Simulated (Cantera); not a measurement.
A freely propagating, adiabatic, planar premixed flame of CH₄ : O₂ : N₂ : CO₂ = 1 : 2.9 : 14.2 : 0.12 (molar parts), unburnt at 423 K and 135 Torr; mixture-averaged transport, grid criteria slope 0.08 and curve 0.16, no radiation.

Cantera simulation using GRI-Mech 3.0 (53 species, 325 reactions); the numbers are that mechanism's predictions, not measurements. Burning velocities carry a grid error of a few per cent, more on coarse grids.

**Question.** Predict: laminar burning velocity; thermal thickness; peak x(CH₂).

**Answer.** 
```json
{
  "laminar_burning_velocity": "36.2 cm/s",
  "thermal_thickness": "3.10 mm",
  "peak x(CH₂)": "6.83e-6"
}
```
